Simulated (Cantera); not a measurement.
Mixture: 17.9 % H₂, 17.2 % O₂, 64.9 % N₂, at 9.87 atm, adiabatic and at constant pressure. Ignition delay is the time to a rise of 400 K.

Model: GRI-Mech 3.0 (53 species, 325 reactions), integrated in Cantera. The hydrogen kinetics of GRI-Mech 3.0 are dated; newer H2 mechanisms differ, most at raised pressure. Where the delays flatten at high temperature, the 400 K rule measures the pace of heat release, not the induction time.

Task: Predict: delay at 975 K; delay at 1175 K; delay at 1375 K; delay at 1575 K; delay at 1775 K.

Result: 
- delay at 975 K = 22.3 ms
- delay at 1175 K = 0.164 ms
- delay at 1375 K = 2.92 µs
- delay at 1575 K = 1.28 µs
- delay at 1775 K = 0.841 µs
